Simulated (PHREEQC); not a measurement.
# Buffer (model solution)

Make-up at 20 °C: 0.019 mol/kgw H3PO4, 0.00035 mol/kgw Na2SO4 and 0.0012 mol/kgw NaCl. Closed to the air; pH follows from the charge balance.

Equilibrium calculation in PHREEQC: ion-association model, wateq4f.dat.

Precipitation was switched off in this run.

Question: Predict the pH.

Answer: pH 2.08.

Question: In which forms is P present?

Answer: H3PO4 51 %, H2PO4- 49 % of the P.

H3PO4, which wateq4f.dat lacks, is added to it with the constant of phreeqc.dat.
